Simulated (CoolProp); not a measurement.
n-perfluoropentane along the isobar 0.101 MPa: fugacity coefficient from the reference equation and from simpler models built on Tc = 421.0 K, pc = 2.063 MPa, ω = 0.436; each cubic takes its own stable root.

Computed with CoolProp (reference Helmholtz-energy equation of state, Gao 2022).

```tsv
T (K)	phase	reference
276.5	liquid	0.3401
304.5	gas	0.9485
332.4	gas	0.9620
360.3	gas	0.9713
388.3	gas	0.9779
416.2	gas	0.9827
444.1	gas	0.9863
472.1	gas	0.9891
500	gas	0.9913
```

### Question
How far does each simpler model (van der Waals, Redlich-Kwong, Soave-Redlich-Kwong, Peng-Robinson) lie from the reference over these 9 states: mean and median of the absolute difference, and the worst?

### Answer
- van der Waals: mean 20.9 %, median 0.5 %, worst +182.7 % at 276.5 K and 0.101 MPa
- Redlich-Kwong: mean 20.1 %, median 0.1 %, worst +178.4 % at 276.5 K and 0.101 MPa
- Soave-Redlich-Kwong: mean 0.1 %, median 0.0 %, worst +0.3 % at 304.5 K and 0.101 MPa
- Peng-Robinson: mean 0.3 %, median 0.2 %, worst +1.3 % at 276.5 K and 0.101 MPa

At some of these states van der Waals, Redlich-Kwong gives the other phase, because its saturation line lies elsewhere.
